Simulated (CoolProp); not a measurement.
Vapour-liquid equilibrium of benzene (1) + ethylbenzene (2) at 61.8 kPa; x and y are mole fractions of (1).

Computed with CoolProp (multi-fluid Helmholtz-energy mixture model, Thol 2012 and Zhou 2012; pair parameters Bell 2016).

### Question
Give the bubble temperature and the first vapour's composition at x = 0.05, 0.25, 0.75. Is there an azeotrope?

### Answer
x = 0.05: 114.0 °C, y = 0.172; x = 0.25: 98.2 °C, y = 0.605; x = 0.75: 72.7 °C, y = 0.953. No azeotrope shows between x = 0.05 and 0.95.

Pair parameters are fitted to limited data, so mixtures are less certain than the pure fluids.
